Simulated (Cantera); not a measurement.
What does this Cantera script print?

```python
import numpy as np
import cantera as ct

gas = ct.Solution("gri30.yaml")
gas.TPX = 1725, 13332, {'C2H6': 1, 'N2': 44}
reactor = ct.IdealGasConstPressureReactor(gas, energy="off", clone=False)
net = ct.ReactorNet([reactor])
net.rtol, net.atol = 1e-08, 1e-18
show = ['C2H6', 'C2H4', 'CH3', 'CH2', 'C2H2']
times = np.geomspace(0.0001, 10, 15)

steps = ct.SolutionArray(gas, extra=["t"])
rows = []
print(f"{'t/s':>10s}{'T/K':>9s}{'P/Pa':>11s}" + "".join(f"{s:>11s}" for s in show))
for t in times:
    while net.time < t:
        t_next = net.step()
        steps.append(gas.state, t=t_next)
    rows.append([np.interp(t, steps.t, y) for y in (steps.T, steps.P, *steps(*show).X.T)])
    print(f"{t:10.3e}{rows[-1][0]:9.1f}{rows[-1][1]:11.4g}" + "".join(f"{x:11.3e}" for x in rows[-1][2:]))
rate = np.gradient(steps.T, steps.t)
print("integrator steps:", len(steps.t))
if steps.T.max() > steps.T[0] + 200:
    print(f"time of steepest temperature rise: {steps.t[rate.argmax()]:.4e} s")
gas.TPX = 1725, 13332, {'C2H6': 1, 'N2': 44}
gas.equilibrate("TP")
print(f"equilibrium (TP): T = {gas.T:.1f} K  " + "  ".join(f"{s} {gas[s].X[0]:.3e}" for s in show))
```

Output:

```
       t/s      T/K       P/Pa       C2H6       C2H4        CH3        CH2       C2H2
 1.000e-04   1725.0  1.333e+04  8.918e-03  6.791e-03  8.219e-03  3.749e-05  6.955e-04
 2.276e-04   1725.0  1.333e+04  1.561e-03  9.800e-03  4.861e-03  3.516e-05  5.539e-03
 5.179e-04   1725.0  1.333e+04  1.008e-04  5.157e-03  1.573e-03  1.311e-05  1.299e-02
 1.179e-03   1725.0  1.333e+04  1.824e-05  1.869e-03  6.815e-04  3.977e-06  1.692e-02
 2.683e-03   1725.0  1.333e+04  6.269e-06  5.138e-04  3.729e-04  1.468e-06  1.857e-02
 6.105e-03   1725.0  1.333e+04  2.642e-06  1.208e-04  2.298e-04  6.388e-07  1.917e-02
 1.389e-02   1725.0  1.333e+04  1.364e-06  4.714e-05  1.606e-04  3.521e-07  1.944e-02
 3.162e-02   1725.0  1.333e+04  8.854e-07  3.063e-05  1.287e-04  2.656e-07  1.971e-02
 7.197e-02   1725.0  1.333e+04  5.341e-07  1.978e-05  1.005e-04  2.153e-07  2.008e-02
 1.638e-01   1725.0  1.333e+04  2.275e-07  1.082e-05  6.618e-05  1.509e-07  2.052e-02
 3.728e-01   1725.0  1.333e+04  6.535e-08  6.381e-06  3.579e-05  8.694e-08  2.088e-02
 8.483e-01   1725.0  1.333e+04  1.418e-08  5.090e-06  1.677e-05  4.253e-08  2.109e-02
 1.931e+00   1725.0  1.333e+04  2.732e-09  4.837e-06  7.369e-06  1.909e-08  2.118e-02
 4.394e+00   1725.0  1.333e+04  5.307e-10  4.802e-06  3.217e-06  8.403e-09  2.122e-02
 1.000e+01   1725.0  1.333e+04  1.259e-10  4.800e-06  1.497e-06  3.922e-09  2.124e-02
integrator steps: 1354
equilibrium (TP): T = 1725.0 K  C2H6 9.599e-12  C2H4 8.682e-07  CH3 3.758e-07  CH2 9.860e-10  C2H2 3.839e-03
```

Cantera simulation using GRI-Mech 3.0 (53 species, 325 reactions); the numbers are that mechanism's predictions, not measurements. GRI-Mech 3.0 stops at C3 and has no aromatics, soot or wall deposition, so with more carbon than oxygen in the feed, carbon stays in small species such as C2H2 where larger ones or solid carbon would form.
